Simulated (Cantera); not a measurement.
Cantera run, input and output.

```python
import numpy as np
import cantera as ct

gas = ct.Solution("gri30.yaml", transport_model="multicomponent")
show = ['CO2', 'OH', 'CH4']

rows = []
print(f"{'T/K':>7s}{'rho':>11s}{'cp':>10s}{'mu':>11s}{'lambda':>11s}{'Pr':>7s}" + "".join(f"{'D_' + s:>11s}" for s in show))
for T in [400, 500, 600, 700, 800, 900, 1000, 1100, 1200]:
    gas.TPX = T, 13332, {'NO': 0.93, 'N2O': 0.82}
    Pr = gas.cp_mass * gas.viscosity / gas.thermal_conductivity
    D = [gas.mix_diff_coeffs_mole[gas.species_index(s)] for s in show]
    rows.append([gas.density, gas.cp_mass, gas.viscosity, gas.thermal_conductivity, Pr, *D])
    print(f"{T:7g}{gas.density:11.4e}{gas.cp_mass:10.1f}{gas.viscosity:11.4e}"
          f"{gas.thermal_conductivity:11.4e}{Pr:7.3f}" + "".join(f"{d:11.4e}" for d in D))
print("SI units: kg/m3, J/kg/K, Pa s, W/m/K, m2/s")
```

Output:

```
    T/K        rho        cp         mu     lambda     Pr      D_CO2       D_OH      D_CH4
    400 1.4659e-01     982.6 2.1160e-05 2.8819e-02  0.721 1.6981e-04 3.5037e-04 2.4894e-04
    500 1.1728e-01    1031.1 2.5217e-05 3.5884e-02  0.725 2.5483e-04 5.1559e-04 3.6953e-04
    600 9.7730e-02    1075.0 2.8918e-05 4.2808e-02  0.726 3.5269e-04 7.0420e-04 5.0760e-04
    700 8.3768e-02    1114.1 3.2349e-05 4.9571e-02  0.727 4.6238e-04 9.1461e-04 6.6188e-04
    800 7.3297e-02    1148.3 3.5566e-05 5.6139e-02  0.728 5.8315e-04 1.1456e-03 8.3141e-04
    900 6.5153e-02    1177.5 3.8611e-05 6.2472e-02  0.728 7.1439e-04 1.3962e-03 1.0154e-03
   1000 5.8638e-02    1201.5 4.1511e-05 6.8538e-02  0.728 8.5560e-04 1.6656e-03 1.2133e-03
   1100 5.3307e-02    1219.3 4.4290e-05 7.4223e-02  0.728 1.0064e-03 1.9531e-03 1.4244e-03
   1200 4.8865e-02    1235.4 4.6963e-05 7.9765e-02  0.727 1.1664e-03 2.2581e-03 1.6484e-03
SI units: kg/m3, J/kg/K, Pa s, W/m/K, m2/s
```

Computed with Cantera and GRI-Mech 3.0 (53 species, 325 reactions). The composition is frozen, though it would react at the higher temperatures.
